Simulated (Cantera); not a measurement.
An isothermal, constant-pressure homogeneous reactor starts with N2O = 1 (molar parts), at 1423 K and 20.0 Torr.

Model: GRI-Mech 3.0 (53 species, 325 reactions), integrated in Cantera. GRI-Mech 3.0 was tuned for natural gas; its chemistry of N2O as a main component is partial and can be far from experiment. Radical loss at walls, strong at low pressure, is not modelled. The temperature is held fixed by assumption; the heat of reaction is taken as removed at once.

One state of this run: x N2O = 0.238; x NO = 0.106; x NO2 = 3.35e-5; x O2 = 0.201; x N2 = 0.455; x O = 3.23e-5. x: mole fraction; the columns are a selection and need not sum to one.

Question: Which value of t (s) does it belong to?
(A) 2.00
(B) 0.314
(C) 0.124
(D) 0.0195

Answer: A, 2.00
